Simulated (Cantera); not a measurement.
A jet of 3.53 % CH₄, 14.5 % O₂, 82.0 % N₂ at 300 K and 55.5 Torr hits a platinum plate 2.4 cm away at a mass flux of 0.19 kg/m²/s; the plate temperature is set and raised in steps from an oxygen-covered start.

Computed with Cantera and Deutschmann's 1995 Pt surface mechanism with GRI-Mech 3.0 gas chemistry. Catalytic surfaces can have several steady states; this one follows from the mechanism file's or the stated starting coverage.

x: mole fraction at the wall; θ: surface coverage.

| plate T (K) | wall x CH₄ | wall x O₂ | wall x H₂O | wall x OH | wall x CO | wall x CO₂ | θ free Pt | θ O* |
|---|---|---|---|---|---|---|---|---|
| 900 | 0.0302 | 0.134 | 0.00947 | 2.15e-8 | … | 0.00620 | 0.202 | 0.798 |
| 950 | 0.0268 | 0.127 | 0.0158 | 7.46e-8 | … | 0.0104 | 0.270 | 0.729 |
| 1000 | 0.0231 | 0.119 | 0.0226 | 2.20e-7 | … | 0.0149 | 0.341 | 0.658 |
| 1050 | 0.0197 | 0.112 | 0.0289 | 5.66e-7 | … | 0.0191 | 0.412 | 0.587 |
| 1100 | 0.0168 | 0.106 | 0.0343 | 1.30e-6 | … | 0.0226 | 0.482 | 0.517 |
| 1150 | 0.0144 | 0.101 | 0.0385 | 2.69e-6 | … | 0.0255 | 0.549 | 0.450 |
| 1200 | 0.0125 | 0.0969 | 0.0419 | 5.16e-6 | … | 0.0277 | 0.611 | 0.388 |
| 1250 | 0.0111 | 0.0940 | 0.0444 | 9.25e-6 | … | 0.0293 | 0.668 | 0.331 |

Task: Some entries are withheld; supply them.

Result: 
- 900, wall x CO: 1.13e-5
- 950, wall x CO: 1.40e-5
- 1000, wall x CO: 1.64e-5
- 1050, wall x CO: 1.88e-5
- 1100, wall x CO: 2.12e-5
- 1150, wall x CO: 2.40e-5
- 1200, wall x CO: 2.74e-5
- 1250, wall x CO: 3.17e-5
